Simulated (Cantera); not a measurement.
Input (Python, Cantera) and output of one run.

```python
import numpy as np
import cantera as ct

gas_names = [...]  # 96 gases of nasa_gas.yaml made of C, Cl, H, Ti
cond_names = """
    C(gr) C6H6(L) C7H8(L) C8H18(L),n-octa Ti(a) Ti(b) Ti(L) TiC(s) TiC(L) TiCL2(s) TiCL3(s) TiCL4(L)
""".split()


# ... load() reads the species with a 1 bar reference pressure and builds the phases ...
atoms = {
    'TiCl4': {'Ti': 1, 'CL': 4},
    'C3H8': {'C': 3, 'H': 8},
    'H2': {'H': 2},
}
top_T = {'C(gr)': 4500, 'TiCL2(s)': 1300, 'TiCL3(s)': 1000}  # K; cautious upper limits of use, not melting points


# ... equilibrate(T, P, feed) seeds the gas with the atoms and calls Mixture.equilibrate('TP', solver="vcs", rtol=1e-11, max_steps=5000) ...
results = []
P = 13000  # Pa
for T in [1825, 1850, 1875, 1900, 1925, 1950, 1975, 2000, 2025, 2050, 2075]:
    for m in [12, 18, 24, 29, 35, 41, 46, 52, 58]:
        feed = {'TiCl4': 1, 'C3H8': 0.37, 'H2': m}  # mol
        mix = equilibrate(T, P, feed)
        results.append((T, P, feed, dict(zip(mix.species_names, mix.species_moles))))

for T, P, feed, n in results:
    print(f"{T:7g} {feed['H2']:10.4g}  " + (" + ".join(c for c in cond_names if n.get(c, 0) > 1e-12) or "gas only"))
```

Result:

```
   1825         12  C(gr) + TiC(s)
   1825         18  C(gr) + TiC(s)
   1825         24  C(gr) + TiC(s)
   1825         29  C(gr) + TiC(s)
   1825         35  C(gr) + TiC(s)
   1825         41  C(gr) + TiC(s)
   1825         46  C(gr) + TiC(s)
   1825         52  C(gr) + TiC(s)
   1825         58  C(gr) + TiC(s)
   1850         12  C(gr) + TiC(s)
   1850         18  C(gr) + TiC(s)
   1850         24  C(gr) + TiC(s)
   1850         29  C(gr) + TiC(s)
   1850         35  C(gr) + TiC(s)
   1850         41  C(gr) + TiC(s)
   1850         46  C(gr) + TiC(s)
   1850         52  C(gr) + TiC(s)
   1850         58  C(gr) + TiC(s)
   1875         12  C(gr) + TiC(s)
   1875         18  C(gr) + TiC(s)
   1875         24  C(gr) + TiC(s)
   1875         29  C(gr) + TiC(s)
   1875         35  C(gr) + TiC(s)
   1875         41  C(gr) + TiC(s)
   1875         46  C(gr) + TiC(s)
   1875         52  C(gr) + TiC(s)
   1875         58  C(gr) + TiC(s)
   1900         12  C(gr) + TiC(s)
   1900         18  C(gr) + TiC(s)
   1900         24  C(gr) + TiC(s)
   1900         29  C(gr) + TiC(s)
   1900         35  C(gr) + TiC(s)
   1900         41  C(gr) + TiC(s)
   1900         46  C(gr) + TiC(s)
   1900         52  C(gr) + TiC(s)
   1900         58  C(gr) + TiC(s)
   1925         12  C(gr) + TiC(s)
   1925         18  C(gr) + TiC(s)
   1925         24  C(gr) + TiC(s)
   1925         29  C(gr) + TiC(s)
   1925         35  C(gr) + TiC(s)
   1925         41  C(gr) + TiC(s)
   1925         46  C(gr) + TiC(s)
   1925         52  C(gr) + TiC(s)
   1925         58  C(gr) + TiC(s)
   1950         12  C(gr) + TiC(s)
   1950         18  C(gr) + TiC(s)
   1950         24  C(gr) + TiC(s)
   1950         29  C(gr) + TiC(s)
   1950         35  C(gr) + TiC(s)
   1950         41  C(gr) + TiC(s)
   1950         46  C(gr) + TiC(s)
   1950         52  C(gr) + TiC(s)
   1950         58  C(gr) + TiC(s)
   1975         12  C(gr) + TiC(s)
   1975         18  C(gr) + TiC(s)
   1975         24  C(gr) + TiC(s)
   1975         29  C(gr) + TiC(s)
   1975         35  C(gr) + TiC(s)
   1975         41  C(gr) + TiC(s)
   1975         46  C(gr) + TiC(s)
   1975         52  C(gr) + TiC(s)
   1975         58  C(gr) + TiC(s)
   2000         12  C(gr) + TiC(s)
   2000         18  C(gr) + TiC(s)
   2000         24  C(gr) + TiC(s)
   2000         29  C(gr) + TiC(s)
   2000         35  C(gr) + TiC(s)
   2000         41  C(gr) + TiC(s)
   2000         46  C(gr) + TiC(s)
   2000         52  C(gr) + TiC(s)
   2000         58  C(gr) + TiC(s)
   2025         12  C(gr) + TiC(s)
   2025         18  C(gr) + TiC(s)
   2025         24  C(gr) + TiC(s)
   2025         29  C(gr) + TiC(s)
   2025         35  C(gr) + TiC(s)
   2025         41  C(gr) + TiC(s)
   2025         46  C(gr) + TiC(s)
   2025         52  C(gr) + TiC(s)
   2025         58  C(gr) + TiC(s)
   2050         12  C(gr) + TiC(s)
   2050         18  C(gr) + TiC(s)
   2050         24  C(gr) + TiC(s)
   2050         29  C(gr) + TiC(s)
   2050         35  C(gr) + TiC(s)
   2050         41  C(gr) + TiC(s)
   2050         46  C(gr) + TiC(s)
   2050         52  C(gr) + TiC(s)
   2050         58  TiC(s)
   2075         12  C(gr) + TiC(s)
   2075         18  C(gr) + TiC(s)
   2075         24  C(gr) + TiC(s)
   2075         29  C(gr) + TiC(s)
   2075         35  C(gr) + TiC(s)
   2075         41  C(gr) + TiC(s)
   2075         46  TiC(s)
   2075         52  TiC(s)
   2075         58  TiC(s)
```

Method: chemical equilibrium by Gibbs-energy minimisation in Cantera with the NASA 1993 tables (ideal gas, pure condensed phases). The tables' values for TiCl2 are old estimates. TiC: taken at fixed stoichiometry.
